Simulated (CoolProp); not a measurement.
Fluorine along the isotherm 99.9 K: Z from the reference equation and from simpler models built on Tc = 144.4 K, pc = 5.240 MPa, ω = 0.045; each cubic takes its own stable root.

Values from CoolProp's reference Helmholtz-energy equation of state, de Reuck 1990.

```tsv
p (MPa)	phase	reference
0.175	gas	0.9642
0.349	gas	0.9265
0.524	liquid	0.01723
0.699	liquid	0.02297
0.873	liquid	0.02868
1.05	liquid	0.03447
1.22	liquid	0.04003
1.4	liquid	0.04591
1.57	liquid	0.05146
1.75	liquid	0.05733
1.92	liquid	0.06287
2.1	liquid	0.06873
2.27	liquid	0.07426
2.45	liquid	0.08010
2.62	liquid	0.08562
```

How far does each simpler model (van der Waals, Redlich-Kwong, Soave-Redlich-Kwong) lie from the reference over these 15 states: mean and median of the absolute difference, and the worst?


- van der Waals: mean 829.9 %, median 45.6 %, worst +5266.2 % at 99.9 K and 0.524 MPa
- Redlich-Kwong: mean 0.4 %, median 0.3 %, worst +0.7 % at 99.9 K and 0.349 MPa
- Soave-Redlich-Kwong: mean 0.7 %, median 0.7 %, worst +0.8 % at 99.9 K and 0.524 MPa

At some of these states van der Waals gives the other phase, because its saturation line lies elsewhere.
